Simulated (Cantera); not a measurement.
Feed: 1 mol B2O3, 9.2 mol NH3, 0.47 mol N2, held at 0.383 Torr.

Cantera equilibrium calculation (NASA polynomials, part measured and part estimated; ideal gas, pure solids and liquids). Candidate condensed phases: B, BN, B2O3, B3O3H3, H2O; 39 gas species. Mutual solubility and eutectic melting of coexisting phases are not modelled. Kinetics and transport are ignored.

What share of the B ends up in condensed phases as a function of T (K), at 1175, 1200, 1225, 1250, 1275, 1300, 1325, 1350?


| T (K) | B condensed (%) | as |
|---|---|---|
| 1175 | 99.5 | BN(s) + B2O3(l) |
| 1200 | 99.3 | BN(s) + B2O3(l) |
| 1225 | 98.9 | BN(s) + B2O3(l) |
| 1250 | 98.4 | BN(s) + B2O3(l) |
| 1275 | 97.5 | BN(s) + B2O3(l) |
| 1300 | 96.3 | BN(s) + B2O3(l) |
| 1325 | 94.4 | BN(s) + B2O3(l) |
| 1350 | 91.4 | BN(s) + B2O3(l) |
